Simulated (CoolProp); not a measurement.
Ethanol along the isobar 71 bar: Z from the reference equation and from simpler models built on Tc = 241.6 °C, pc = 62.68 bar, ω = 0.644; each cubic takes its own stable root.

Values from CoolProp's reference Helmholtz-energy equation of state, Schroeder 2014.

```csv
T (°C),phase,reference
-22.95,liquid,0.1893
-7.75,liquid,0.1812
7.55,liquid,0.1740
22.75,liquid,0.1676
38.05,liquid,0.1620
53.25,liquid,0.1570
68.55,liquid,0.1527
83.75,liquid,0.1490
99.05,liquid,0.1458
114.35,liquid,0.1433
129.55,liquid,0.1414
144.85,liquid,0.1402
160.05,liquid,0.1398
```

**Question.** How far does each simpler model (van der Waals, Redlich-Kwong, Soave-Redlich-Kwong, Peng-Robinson) lie from the reference over these 13 states: mean and median of the absolute difference, and the worst?

**Answer.** 
- van der Waals: mean 84.2 %, median 84.2 %, worst +84.9 % at 129.55 °C and 71 bar
- Redlich-Kwong: mean 28.4 %, median 27.8 %, worst +34.4 % at 160.05 °C and 71 bar
- Soave-Redlich-Kwong: mean 19.1 %, median 18.4 %, worst +22.5 % at 160.05 °C and 71 bar
- Peng-Robinson: mean 5.8 %, median 5.3 %, worst +8.4 % at 160.05 °C and 71 bar
